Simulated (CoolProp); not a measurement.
Vapour-liquid equilibrium of n-perfluorobutane (1) + R365MFC (2) at -21.85 °C; x and y are mole fractions of (1).

Computed with CoolProp (multi-fluid Helmholtz-energy mixture model, Gao 2022 and Lemmon 2016; pair parameters Bell 2016).

```
x      bubble pressure (bar)  y at the bubble point  dew pressure at overall composition x (bar)  liquid density (mol/L)
-----  ---------------------  ---------------------  -------------------------------------------  ----------------------
0.05                     ___                  0.702                                      0.05799                   8.996
0.125                 0.2833                  0.821                                      0.06289                   8.791
0.2                   0.3340                  0.853                                      0.06868                   8.594
0.275                 0.3571                  0.866                                      0.07565                   8.404
0.35                  0.3668                    ___                                      0.08418                   8.222
0.425                    ___                  0.873                                      0.09488                   8.047
0.5                   0.3736                  0.875                                       0.1087                   7.881
0.575                 0.3769                  0.878                                       0.1272                   7.724
0.65                  0.3818                  0.883                                       0.1531                   7.575
0.725                 0.3887                    ___                                       0.1923                   7.435
0.8                   0.3974                  0.907                                       0.2573                   7.304
0.875                 0.4073                  0.930                                       0.3732                   7.181
0.95                  0.4171                    ___                                       0.4134                   7.068
```

Problem. Fill in the missing entries.

Solution. 
- 0.05, bubble pressure (bar): 0.1782
- 0.35, y at the bubble point: 0.871
- 0.425, bubble pressure (bar): 0.3709
- 0.725, y at the bubble point: 0.892
- 0.95, y at the bubble point: 0.966

No azeotrope shows between x = 0.05 and 0.95.

Pair parameters are fitted to limited data, so mixtures are less certain than the pure fluids. With so large a gap from Raoult's law the liquid may split in two, which this calculation doesn't test in full.
